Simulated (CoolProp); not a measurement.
Properties of nitrous oxide along the isotherm -67.45 °C (Tc = 36.4 °C, pc = 7245 kPa, ω = 0.161).

The numbers come from the reference Helmholtz-energy equation of state, Lemmon 2006 in CoolProp. It is a short technical equation, of lower accuracy than the large ones.

```
p (kPa)   phase  density (kg/m³)  cv (kJ/(kg K))  fugacity coefficient
-------  ------  ---------------  --------------  --------------------
1650     liquid             1169          0.9351                0.1818
3290     liquid              [?]          0.9358               0.09451
4940     liquid             1175          0.9366               0.06526
6590     liquid              [?]          0.9374               0.05072
8230     liquid             1181             [?]               0.04209
9880     liquid             1183          0.9391               0.03634
11500    liquid              [?]             [?]               0.03234
13200    liquid             1189          0.9408               0.02923
14800    liquid             1191          0.9416               0.02699
16500    liquid             1194          0.9425               0.02512
18100    liquid             1196          0.9434                   [?]
```

**Question.** Complete the blanks.

**Answer.** 
- 3290, density (kg/m³): 1172
- 6590, density (kg/m³): 1178
- 8230, cv (kJ/(kg K)): 0.9383
- 11500, density (kg/m³): 1186
- 11500, cv (kJ/(kg K)): 0.9399
- 18100, fugacity coefficient: 0.02370
